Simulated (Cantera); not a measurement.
Mixture: 10.4 % CH4, 18.8 % O2, 70.8 % N2, equivalence ratio 1.1, at 4.93 atm, adiabatic and at constant pressure. Ignition delay is the time to a rise of 400 K.

Computed with Cantera and GRI-Mech 3.0 (53 species, 325 reactions).

### Question
Predict: delay at 1225 K; delay at 1325 K; delay at 1425 K; delay at 1525 K; delay at 1625 K; delay at 1725 K; apparent activation energy between 1525 and 1725 K.

### Answer
```json
{
 "delay at 1225 K": "7.63 ms",
 "delay at 1325 K": "2.28 ms",
 "delay at 1425 K": "0.756 ms",
 "delay at 1525 K": "0.274 ms",
 "delay at 1625 K": "0.109 ms",
 "delay at 1725 K": "48.6 µs",
 "apparent activation energy between 1525 and 1725 K": "190 kJ/mol"
}
```
